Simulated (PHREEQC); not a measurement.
Spent oxide etchant: an equilibrium model

Consider water at 25 °C and 50 atm with 0.27 mol/kgw HF, 0.00055 mol/kgw H2SiF6 and 7.4e-05 mol/kgw HBF4. Closed to the air; pH follows from the charge balance.

Model: ion-association model, phreeqc.dat, run in PHREEQC.

Precipitation was switched off in this run.

**Question.** Predict the pH.

**Answer.** pH 1.73.

**Question.** In which forms is F present?

**Answer.** HF 88 %, HF2- 6.9 %, F- 3.8 %, SiF6-2 1.2 % of the F.

Species that the database lacks are ignored. Under pressure, the constants of complexes without a molar volume in the database are unreliable. SiF6-2 is the database's only silicon fluoride. Real BF4- forms and hydrolyses slowly; the run takes it at equilibrium.
